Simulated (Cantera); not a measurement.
## Carbon deposition, reforming and gasification: C6H6 + CO2 + O2

Feed: 1 mol C6H6, 0.13 mol CO2, 0.95 mol O2, held at 1.33 mbar.

These are equilibrium values from Cantera (NASA tables, ideal gas, pure condensed phases), not measurements of a reactor. Candidate condensed phases: C, C6H6, C7H8, C8H18, H2O; 110 gas species. The numbers say what is thermodynamically allowed, not how fast it happens.

| T (°C) | log p H2 | log p CO | log p H | log p C2H2 (acetylene) | n C(graphite) |
|---|---|---|---|---|---|
| 1500 | -3.11 | -3.25 | -5.10 | -6.97 | 3.97 |
| 1600 | -3.12 | -3.26 | -4.75 | -6.62 | 3.97 |
| 1700 | -3.13 | -3.26 | -4.43 | -6.32 | 3.97 |
| 1800 | -3.14 | -3.26 | -4.15 | -6.06 | 3.96 |
| 1900 | -3.17 | -3.27 | -3.90 | -5.83 | 3.96 |
| 2000 | -3.22 | -3.29 | -3.68 | -5.64 | 3.95 |
| 2100 | -3.28 | -3.31 | -3.50 | -5.50 | 3.94 |
| 2200 | -3.38 | -3.33 | -3.34 | -5.40 | 3.92 |
log p: log10 of the partial pressure in bar; n: condensed amount in mol.

From 1500 °C to 2200 °C the condensed part is C(graphite). The main C-bearing gas is CO throughout.
